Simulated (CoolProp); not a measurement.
Vapour-liquid equilibrium of n-heptane (1) + ethylbenzene (2) at 0.64 MPa; x and y are mole fractions of (1).

Values from CoolProp's multi-fluid Helmholtz-energy mixture model, Span 2003 and Zhou 2012; pair parameters Bell 2016.

Give the bubble temperature and the first vapour's composition at x = 0.05, 0.5, 0.95. Is there an azeotrope?

x = 0.05: 217.4 °C, y = 0.104; x = 0.5: 192.5 °C, y = 0.662; x = 0.95: 177.8 °C, y = 0.970. No azeotrope shows between x = 0.05 and 0.95.

The pair parameters rest on a limited set of measurements; away from them the model extrapolates.
